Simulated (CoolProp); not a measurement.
A single-stage vapour-compression cycle with trans-2-butene: evaporating at 284.15 K (dew point), condensing at 353.15 K (bubble point), superheat 5 K, subcooling 5 K, compressor efficiency 0.8, no pressure losses. Each further row changes one setting.

Values from CoolProp's reference Helmholtz-energy equation of state, Lemmon 2005. It is a short technical equation, of lower accuracy than the large ones.

```json
[
 {"case": "as stated", "cooling COP": "2.44", "pressure ratio": "6.77", "discharge temperature (K)": "364.2", "refrigerating effect (kJ/kg)": "247", "volumetric capacity (kJ/m³)": "893"},
 {"case": "evaporating temperature 289.15 K", "cooling COP": "2.75", "pressure ratio": "5.70", "discharge temperature (K)": "363.1", "refrigerating effect (kJ/kg)": "254", "volumetric capacity (kJ/m³)": "1080"},
 {"case": "condensing temperature 348.15 K", "cooling COP": "2.73", "pressure ratio": "6.05", "discharge temperature (K)": "359.4", "refrigerating effect (kJ/kg)": "261", "volumetric capacity (kJ/m³)": "941"},
 {"case": "subcooling 10 K", "cooling COP": "2.57", "pressure ratio": "6.77", "discharge temperature (K)": "364.2", "refrigerating effect (kJ/kg)": "261", "volumetric capacity (kJ/m³)": "941"},
 {"case": "superheat 15 K", "cooling COP": "2.49", "pressure ratio": "6.77", "discharge temperature (K)": "374.1", "refrigerating effect (kJ/kg)": "264", "volumetric capacity (kJ/m³)": "914"},
 {"case": "compressor efficiency 0.7", "cooling COP": "2.14", "pressure ratio": "6.77", "discharge temperature (K)": "371.1", "refrigerating effect (kJ/kg)": "247", "volumetric capacity (kJ/m³)": "893"}
]
```
